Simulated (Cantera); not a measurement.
Si₂Cl₆ + NH₃ + N₂ (silicon nitride deposition)

Input: 1 mol Si₂Cl₆, 2.2 mol NH₃, 10 mol N₂, at 1.33 mbar.

These are equilibrium values from Cantera (NASA tables, ideal gas, pure condensed phases), not measurements of a reactor. Candidate condensed phases: NH₄Cl, Si, Si₃N₄; 28 gas species. The feed counts by its element totals alone. The tables' values for SiCl₃, SiCl are old estimates; treat these amounts as uncertain. The numbers say what is thermodynamically allowed, not how fast it happens.

From 1448 K to 1548 K the condensed part is Si₃N₄(s). From 1598 K to 1748 K nothing is condensed. The main Si-bearing gas is SiCl₂ throughout.

```csv
T (K),x N₂,x HCl,x H₂,x SiCl₂,x SiCl₃,n Si₃N₄(s)
1448,0.632,0.185,0.103,0.0738,0.00547,0.211
1498,0.634,0.153,0.116,0.0919,0.00380,0.117
1548,0.637,0.124,0.128,0.107,0.00250,0.0332
1598,0.638,0.113,0.133,0.113,0.00176,0
1648,0.638,0.113,0.133,0.113,0.00135,0
1698,0.637,0.113,0.132,0.113,0.00105,0
1748,0.637,0.114,0.131,0.113,0.000826,0
```
x: gas mole fraction; n: condensed amount in mol.
